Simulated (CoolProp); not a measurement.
Properties of C2F6 (R116) along the isobar 0.101 MPa.

Model: reference Helmholtz-energy equation of state, Lemmon 2006, in CoolProp. It is a short technical equation, of lower accuracy than the large ones.

```csv
T (K),phase,Z,speed of sound (m/s),viscosity (µPa s),conductivity (mW/(m K)),fugacity coefficient
261.3,gas,0.9836,129.4,12.4,12.0,0.9839
277.6,gas,0.9866,133.5,13.1,13.2,0.9868
294,gas,0.9890,137.4,13.9,14.5,0.9891
310.4,gas,0.9909,___,___,15.7,0.9910
326.8,gas,0.9924,___,15.4,___,0.9924
343.1,gas,0.9936,148.5,___,18.3,0.9936
359.5,gas,0.9946,151.9,16.9,19.6,0.9946
375.9,gas,0.9955,155.3,___,20.9,0.9955
392.3,gas,0.9962,158.7,18.3,22.2,0.9962
408.6,gas,0.9967,161.9,18.9,23.4,0.9968
425,gas,0.9973,___,19.6,24.7,0.9973
```

**Question.** Some entries are withheld; supply them.

**Answer.** 
- 310.4, speed of sound (m/s): 141.2
- 310.4, viscosity (µPa s): 14.7
- 326.8, speed of sound (m/s): 144.9
- 326.8, conductivity (mW/(m K)): 17.0
- 343.1, viscosity (µPa s): 16.2
- 375.9, viscosity (µPa s): 17.6
- 425, speed of sound (m/s): 165.1

Viscosity comes from a separate model (Huber 2003), an estimate that may be off by 10 % or more. Thermal conductivity comes from a separate model (Huber 2003), an estimate that may be off by 10 % or more.
